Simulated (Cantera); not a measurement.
A freely propagating, adiabatic, planar premixed flame of 14.8 % H₂, 14.8 % O₂, 55.6 % N₂, 14.8 % H₂O, equivalence ratio 0.50, unburnt at 675 K and 1.40 bar; multicomponent transport, grid criteria slope 0.08 and curve 0.16, no radiation.

Model: the H2/O2 subset of GRI-Mech 3.0, which has no nitrogen chemistry, integrated in Cantera. Burning velocities carry a grid error of a few per cent, more on coarse grids. Lean hydrogen flames are cellular in practice and burn faster than this planar one.

x: mole fraction of selected species; z is measured from the peak of heat release.

| z (mm) | T (K) | u (m/s) | x H₂ | x O₂ | x H₂O | x HO₂ | x OH | x H₂O₂ |
|---|---|---|---|---|---|---|---|---|
| -0.917 | 675 | 1.80 | 0.147 | 0.148 | 0.148 | 4.53e-8 | <1e-8 | <1e-8 |
| -0.611 | 675 | 1.80 | 0.144 | 0.149 | 0.149 | 6.32e-7 | <1e-8 | [?] |
| -0.458 | 677 | 1.79 | 0.139 | 0.149 | 0.150 | 4.65e-6 | <1e-8 | [?] |
| -0.306 | 687 | 1.80 | 0.128 | 0.151 | 0.153 | 3.47e-5 | 1.11e-8 | [?] |
| -0.153 | 804 | 2.05 | 0.0942 | 0.149 | 0.172 | 0.000390 | 4.75e-5 | 6.10e-5 |
| -0.0764 | 1016 | 2.55 | 0.0651 | 0.137 | 0.205 | 0.000331 | 0.000439 | 5.73e-5 |
| 0 | 1261 | 3.14 | 0.0355 | 0.115 | 0.248 | 0.000190 | 0.00172 | [?] |
| 0.0764 | 1433 | 3.56 | 0.0164 | 0.0971 | 0.280 | 0.000117 | 0.00375 | [?] |
| 0.153 | 1531 | 3.80 | 0.00828 | 0.0884 | 0.295 | 8.02e-5 | 0.00496 | [?] |
| 0.306 | 1620 | 4.01 | 0.00351 | 0.0837 | 0.305 | 4.50e-5 | 0.00488 | [?] |
| 0.611 | 1672 | 4.13 | 0.00128 | 0.0826 | 0.311 | 1.88e-5 | 0.00337 | [?] |
| 1.22 | 1693 | 4.18 | 0.000372 | 0.0826 | 0.313 | 6.11e-6 | 0.00192 | [?] |
| 2.45 | 1700 | 4.19 | 0.000104 | 0.0827 | 0.314 | 1.98e-6 | 0.00106 | [?] |

Task: Fill in the missing entries.

Result: 
- -0.611, x H₂O₂: 1.17e-7
- -0.458, x H₂O₂: 8.59e-7
- -0.306, x H₂O₂: 6.12e-6
- 0, x H₂O₂: 1.59e-5
- 0.0764, x H₂O₂: 5.78e-6
- 0.153, x H₂O₂: 3.62e-6
- 0.306, x H₂O₂: 1.95e-6
- 0.611, x H₂O₂: 9.53e-7
- 1.22, x H₂O₂: 4.29e-7
- 2.45, x H₂O₂: 1.88e-7
